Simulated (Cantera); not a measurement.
**Fluorocarbon and chlorocarbon gases: CH2F2 + F2 + H2**

Charge: 1 mol CH2F2, 0.35 mol F2, 1.1 mol H2, equilibrated at 10000 Pa.

Cantera equilibrium calculation (NASA polynomials, part measured and part estimated; ideal gas, pure solids and liquids). Candidate condensed phases: C, C6H6, C7H8, C8H18; 95 gas species. Equilibrium is a limit: real reactors are often held back by kinetics, nucleation or transport.

| T (K) | x HF | x H2 | x H | x C2H2 (acetylene) | x F | x CH4 | x C2H | n C(graphite) |
|---|---|---|---|---|---|---|---|---|
| 1098 | 0.783 | 0.217 | 3.64e-8 | 2.76e-9 | <1e-12 | 0.000172 | <1e-12 | 0.999 |
| 1248 | 0.783 | 0.217 | 6.88e-7 | 5.29e-8 | 7.67e-12 | 5.26e-5 | <1e-12 | 1.000 |
| 1398 | 0.783 | 0.217 | 6.98e-6 | 5.33e-7 | 3.13e-10 | 2.06e-5 | <1e-12 | 1.000 |
| 1548 | 0.783 | 0.217 | 4.54e-5 | 3.41e-6 | 6.28e-9 | 9.69e-6 | 1.79e-12 | 1.000 |
| 1698 | 0.783 | 0.217 | 0.000213 | 1.57e-5 | 7.45e-8 | 5.21e-6 | 8.50e-11 | 1.000 |
| 1848 | 0.782 | 0.217 | 0.000781 | 5.58e-5 | 5.94e-7 | 3.10e-6 | 2.15e-9 | 1.000 |
| 1998 | 0.782 | 0.216 | 0.00236 | 0.000164 | 3.48e-6 | 1.99e-6 | 3.32e-8 | 0.999 |
| 2148 | 0.780 | 0.213 | 0.00609 | 0.000408 | 1.60e-5 | 1.34e-6 | 3.48e-7 | 0.997 |
| 2298 | 0.777 | 0.208 | 0.0138 | 0.000890 | 6.09e-5 | 9.31e-7 | 2.66e-6 | 0.994 |
| 2448 | 0.771 | 0.199 | 0.0281 | 0.00172 | 0.000198 | 6.45e-7 | 1.56e-5 | 0.988 |
| 2598 | 0.762 | 0.183 | 0.0515 | 0.00295 | 0.000572 | 4.33e-7 | 7.27e-5 | 0.978 |
x: gas mole fraction; n: condensed amount in mol.

From 1098 K to 2598 K the condensed part is C(graphite). The main C-bearing gas is CH4 at 1098 K and C2H2 (acetylene) at 2598 K.
